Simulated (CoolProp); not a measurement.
Saturation properties of hydrogen sulfide.

The numbers come from the reference Helmholtz-energy equation of state, Lemmon 2006 in CoolProp. It is a short technical equation, of lower accuracy than the large ones.

```
T (°C)  p (MPa)  liquid density (kg/m³)  vapour density (kg/m³)  enthalpy of vaporisation (kJ/kg)  surface tension (mN/m)
------  -------  ----------------------  ----------------------  --------------------------------  ----------------------
-19.25   0.5607                   872.9                     [?]                               [?]                    19.8
-13.75   0.6742                   861.9                     [?]                             484.9                    18.7
-8.25    0.8040                   850.6                     [?]                             476.4                    17.6
-2.85       [?]                   839.2                   16.14                             467.6                    16.6
2.65      1.115                   827.3                   18.85                             458.4                    15.5
8.05      1.298                   815.3                   21.86                             448.8                    14.5
13.55     1.507                   802.8                   25.30                               [?]                    13.4
18.95     1.734                   790.0                   29.09                             428.2                    12.4
24.45     1.990                   776.6                   33.43                             416.9                     [?]
29.95     2.273                   762.6                   38.29                             405.0                    10.4
35.35     2.578                   748.3                   43.66                             392.7                    9.45
40.85       [?]                   733.2                   49.80                             379.3                    8.49
```

Q: What belongs in the gaps?

A: 
- -19.25, vapour density (kg/m³): 9.793
- -19.25, enthalpy of vaporisation (kJ/kg): 493.1
- -13.75, vapour density (kg/m³): 11.65
- -8.25, vapour density (kg/m³): 13.77
- -2.85, p (MPa): 0.9487
- 13.55, enthalpy of vaporisation (kJ/kg): 438.7
- 24.45, surface tension (mN/m): 11.4
- 40.85, p (MPa): 2.917

It boils at -60.3 °C under 1 atm.

Surface tension comes from a separate correlation (Mulero 2012).
